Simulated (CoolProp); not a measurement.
A simple Rankine cycle with R141b: condensing at 328.15 K, boiler at 0.584 MPa, turbine inlet 406.6 K, turbine efficiency 0.65, pump efficiency 0.7, no recuperator. Each further row changes one setting.

The numbers come from the reference Helmholtz-energy equation of state, Lemmon 2006 in CoolProp. It is a short technical equation, of lower accuracy than the large ones.

```tsv
case	thermal efficiency (%)	net work (kJ/kg)	heat in (kJ/kg)	turbine exit temperature (K)	volume ratio over the turbine
as stated	6.0	16.6	275	381.8	2.71
turbine inlet 426.6 K	6.0	17.7	294	402.0	2.70
condensing temperature 320.15 K	7.2	20.6	284	376.5	3.44
boiler pressure 0.409 MPa	4.0	11.2	278	391.1	1.90
turbine efficiency 0.55	5.1	14.0	275	384.8	2.74
```
